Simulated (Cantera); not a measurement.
Mixture: CH₄ : CO : O₂ : N₂ = 1 : 0.041 : 1.19 : 4.47 (molar parts), equivalence ratio 1.7, at 1.00 bar, adiabatic and at constant pressure. Ignition delay is the time to a rise of 400 K.

Cantera simulation using GRI-Mech 3.0 (53 species, 325 reactions); the numbers are that mechanism's predictions, not measurements.

Question: What does this change do: N2 4.47 to 3.2 parts?

Answer: 
```
quantity                                                before       after
--------------------------------------------------  ----------  ----------
delay at 1148 K                                        0.141 s     0.107 s
delay at 1248 K                                        32.7 ms     24.8 ms
delay at 1348 K                                        8.74 ms     6.64 ms
delay at 1448 K                                        2.64 ms     2.03 ms
delay at 1548 K                                       0.911 ms    0.713 ms
apparent activation energy between 1448 and 1548 K  200 kJ/mol  190 kJ/mol
```
